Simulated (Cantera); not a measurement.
Input: 1 mol SiH2Cl2, 45 mol NH3, 30 mol H2, 45 mol N2, equilibrated at 75.0 Torr.

These are equilibrium values from Cantera (NASA tables, ideal gas, pure condensed phases), not measurements of a reactor. Candidate condensed phases: NH4Cl, Si, Si3N4; 28 gas species. The tables' values for SiCl, SiN are old estimates; treat these amounts as uncertain. Gases not in the tables: Si2H6 and higher silanes. The numbers say what is thermodynamically allowed, not how fast it happens.

log p: log10 of the partial pressure in bar; n: condensed amount in mol.

| T (K) | log p H2 | log p N2 | log p HCl | log p H | log p Si | n Si3N4(s) | n Si(l) |
|---|---|---|---|---|---|---|---|
| 1073 | -1.23 | -1.40 | -2.92 | -8.47 | <-13 | 0.333 | 0 |
| 1173 | -1.23 | -1.40 | -2.92 | -7.54 | <-13 | 0.333 | 0 |
| 1273 | -1.23 | -1.40 | -2.92 | -6.76 | <-13 | 0.333 | 0 |
| 1373 | -1.23 | -1.40 | -2.92 | -6.09 | -12.16 | 0.333 | 0 |
| 1473 | -1.23 | -1.40 | -2.92 | -5.51 | -10.37 | 0.333 | 0 |
| 1573 | -1.23 | -1.40 | -2.92 | -5.01 | -8.82 | 0.332 | 0 |
| 1673 | -1.23 | -1.40 | -2.93 | ? | ? | 0.329 | 0 |
| 1773 | -1.23 | -1.40 | -2.94 | -4.16 | -6.24 | 0.321 | 0 |
| 1873 | -1.23 | -1.40 | -2.96 | -3.81 | -5.16 | 0.300 | 0 |
| 1973 | -1.24 | -1.39 | -2.96 | ? | ? | 0 | ? |
| 2073 | -1.24 | -1.40 | -2.96 | -3.20 | -4.00 | 0 | 0.672 |

Question: Fill in the missing entries.

Answer: 
- 1973, log p H: -3.49
- 1973, log p Si: -4.50
- 1973, n Si(l): 0.825
- 1673, log p H: -4.56
- 1673, log p Si: -7.45
